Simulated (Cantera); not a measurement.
Charge: 1 mol Mg(OH)2, 0.5 mol C, 3.6 mol H2, at 1.33 mbar.

Equilibrium computed with Cantera from the NASA thermochemical tables; the gas is ideal and each condensed phase is pure. Candidate condensed phases: C, C6H6, C7H8, C8H18, H2O, Mg, MgCO3, MgO, Mg(OH)2; 116 gas species. The numbers say what is thermodynamically allowed, not how fast it happens.

Problem. Which condensed phases are stable at each of these points (T (K)): 1348, 1498, 1648, 1798, 1948, 2098, 2248?

Solution. 
```csv
T (K),condensed phases,Mg condensed (%)
1348,MgO(s),100.0
1498,MgO(s),100.0
1648,MgO(s),99.9
1798,MgO(s),98.1
1948,MgO(s),83.0
2098,MgO(s),27.5
2248,gas only,0.0
```

From 1348 K to 2098 K the condensed part is MgO(s). At 2248 K nothing is condensed.
